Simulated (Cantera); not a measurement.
Feed: 1 mol MgSO4, 3.9 mol H2, 0.017 mol CO2, equilibrated at 0.000330 bar.

These are equilibrium values from Cantera (NASA tables, ideal gas, pure condensed phases), not measurements of a reactor. Candidate condensed phases: C, C6H6, C7H8, C8H18, H2O, H2SO4, Mg, MgCO3, MgO, Mg(OH)2, MgS, MgSO4, S; 130 gas species. Rates play no part.

Q: Which condensed phases are stable at each of these points (T (°C)): 1227, 1277, 1327, 1377, 1427, 1477, 1527, 1577, 1627, 1677, 1727, 1777, 1827, 1877?

A: 
```json
[
 {"T (°C)": "1227", "condensed phases": "MgO(s)", "Mg condensed (%)": "100.0"},
 {"T (°C)": "1277", "condensed phases": "MgO(s)", "Mg condensed (%)": "100.0"},
 {"T (°C)": "1327", "condensed phases": "MgO(s)", "Mg condensed (%)": "100.0"},
 {"T (°C)": "1377", "condensed phases": "MgO(s)", "Mg condensed (%)": "100.0"},
 {"T (°C)": "1427", "condensed phases": "MgO(s)", "Mg condensed (%)": "99.9"},
 {"T (°C)": "1477", "condensed phases": "MgO(s)", "Mg condensed (%)": "99.6"},
 {"T (°C)": "1527", "condensed phases": "MgO(s)", "Mg condensed (%)": "99.0"},
 {"T (°C)": "1577", "condensed phases": "MgO(s)", "Mg condensed (%)": "97.4"},
 {"T (°C)": "1627", "condensed phases": "MgO(s)", "Mg condensed (%)": "93.9"},
 {"T (°C)": "1677", "condensed phases": "MgO(s)", "Mg condensed (%)": "86.7"},
 {"T (°C)": "1727", "condensed phases": "MgO(s)", "Mg condensed (%)": "73.3"},
 {"T (°C)": "1777", "condensed phases": "MgO(s)", "Mg condensed (%)": "51.4"},
 {"T (°C)": "1827", "condensed phases": "MgO(s)", "Mg condensed (%)": "19.5"},
 {"T (°C)": "1877", "condensed phases": "gas only", "Mg condensed (%)": "0.0"}
]
```

From 1227 °C to 1827 °C the condensed part is MgO(s). At 1877 °C nothing is condensed.
